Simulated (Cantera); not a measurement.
# Thermodynamics of sublimation and decomposition of ceramics, feed Si3N4 + C + N2

Feed: 1 mol Si3N4, 0.31 mol C, 2.9 mol N2, held at 3700 Pa.

Equilibrium computed with Cantera from the NASA thermochemical tables; the gas is ideal and each condensed phase is pure. Candidate condensed phases: C, Si, SiC, Si3N4; 20 gas species. Mutual solubility and eutectic melting of coexisting phases are not modelled. The tables' values for SiN are old estimates; treat these amounts as uncertain. Rates play no part.

From 1975 K to 2250 K the condensed part is Si(l) + SiC(s). The main Si-bearing gas is Si throughout.

| T (K) | x N2 | x Si | x Si2C | x Si2N | x SiN | x Si2 | n Si(l) | n SiC(s) |
|---|---|---|---|---|---|---|---|---|
| 1975 | 0.999 | 0.000874 | 2.15e-5 | 6.24e-5 | 4.65e-5 | 8.52e-6 | 2.68 | 0.310 |
| 2000 | 0.999 | 0.00118 | 3.23e-5 | 7.73e-5 | 5.89e-5 | 1.22e-5 | 2.68 | 0.310 |
| 2025 | 0.998 | 0.00157 | 4.79e-5 | 9.52e-5 | 7.42e-5 | 1.73e-5 | 2.68 | 0.310 |
| 2050 | 0.998 | 0.00209 | 7.03e-5 | 0.000117 | 9.30e-5 | 2.43e-5 | 2.68 | 0.310 |
| 2075 | 0.997 | 0.00275 | 0.000102 | 0.000142 | 0.000116 | 3.40e-5 | 2.67 | 0.309 |
| 2100 | 0.996 | 0.00361 | 0.000148 | 0.000172 | 0.000144 | 4.70e-5 | 2.67 | 0.309 |
| 2125 | 0.995 | 0.00469 | 0.000211 | 0.000208 | 0.000177 | 6.45e-5 | 2.66 | 0.309 |
| 2150 | 0.993 | 0.00607 | 0.000299 | 0.000250 | 0.000217 | 8.79e-5 | 2.65 | 0.308 |
| 2175 | 0.991 | 0.00780 | 0.000420 | 0.000299 | 0.000265 | 0.000119 | 2.64 | 0.308 |
| 2200 | 0.989 | 0.00997 | 0.000585 | 0.000355 | 0.000322 | 0.000160 | 2.63 | 0.307 |
| 2225 | 0.985 | 0.0127 | 0.000809 | 0.000421 | 0.000389 | 0.000213 | 2.61 | 0.306 |
| 2250 | 0.982 | 0.0160 | 0.00111 | 0.000497 | 0.000468 | 0.000282 | 2.59 | 0.304 |
x: gas mole fraction; n: condensed amount in mol.
